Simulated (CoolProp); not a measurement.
Vapour-liquid equilibrium of ethylene (1) + isobutane (2) at 0.285 MPa; x and y are mole fractions of (1).

Model: multi-fluid Helmholtz-energy mixture model, Smukala 2000 and Bücker 2006; pair parameters Bell 2016, in CoolProp.

```csv
x,"bubble temperature, mixture model (K)","bubble temperature, Raoult's law (K)","y, mixture model","y, Raoult's law"
0.05,273.1,265.6,0.455,0.603
0.125,251.8,243.4,?,0.855
0.2,237.0,230.2,0.892,0.931
0.275,226.5,221.2,0.942,0.962
0.35,218.6,214.6,0.967,0.977
0.425,212.5,209.5,0.980,0.985
0.5,?,205.4,0.987,0.990
0.575,203.5,201.9,0.992,0.993
0.65,200.0,199.0,0.995,0.996
0.725,197.1,196.4,0.997,0.997
0.8,194.6,194.2,0.998,0.998
0.875,?,192.1,0.999,0.999
0.95,190.4,190.3,1.000,1.000
```

**Question.** What belongs in the gaps?

**Answer.** 
- 0.125, y, mixture model: 0.773
- 0.5, bubble temperature, mixture model (K): 207.5
- 0.875, bubble temperature, mixture model (K): 192.4

The largest gap from Raoult's law is +8.4 K in bubble temperature, at x = 0.125. No azeotrope shows between x = 0.05 and 0.95.

The pair parameters rest on a limited set of measurements; away from them the model extrapolates.
